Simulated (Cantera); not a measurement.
A perfectly stirred reactor is fed with CH₄ : H₂O = 1 : 0.7 (molar parts), at 48000 Pa; it is held at 1623 K, and followed from long to short residence time.

Model: GRI-Mech 3.0 (53 species, 325 reactions), integrated in Cantera. GRI-Mech 3.0 stops at C3 and has no aromatics, soot or wall deposition, so with more carbon than oxygen in the feed, carbon stays in small species such as C2H2 where larger ones or solid carbon would form.

What does this change do: temperature 1623 to 1675 K?


```
quantity                 before    after
----------------------  -------  -------
x(CH₄) at τ = 26.0 s     0.0261   0.0165
x(H₂O) at τ = 26.0 s     0.0484   0.0279
x(H₂O₂) at τ = 26.0 s    <1e-12   <1e-12
x(C₂H₄) at τ = 26.0 s   0.00179  0.00106
x(HO₂) at τ = 26.0 s     <1e-12   <1e-12
x(CH₄) at τ = 54.0 ms     0.299    0.205
x(H₂O) at τ = 54.0 ms     0.333    0.300
x(H₂O₂) at τ = 54.0 ms   <1e-12   <1e-12
x(C₂H₄) at τ = 54.0 ms  0.00480  0.00348
x(HO₂) at τ = 54.0 ms    <1e-12   <1e-12
```

What does this change do: pressure from 48000 Pa to 910000 Pa?


```
quantity                 before    after
----------------------  -------  -------
x(CH₄) at τ = 26.0 s     0.0261    0.116
x(H₂O) at τ = 26.0 s     0.0484   0.0414
x(H₂O₂) at τ = 26.0 s    <1e-12   <1e-12
x(C₂H₄) at τ = 26.0 s   0.00179  0.00542
x(HO₂) at τ = 26.0 s     <1e-12   <1e-12
x(CH₄) at τ = 54.0 ms     0.299    0.225
x(H₂O) at τ = 54.0 ms     0.333    0.297
x(H₂O₂) at τ = 54.0 ms   <1e-12   <1e-12
x(C₂H₄) at τ = 54.0 ms  0.00480   0.0249
x(HO₂) at τ = 54.0 ms    <1e-12   <1e-12
```
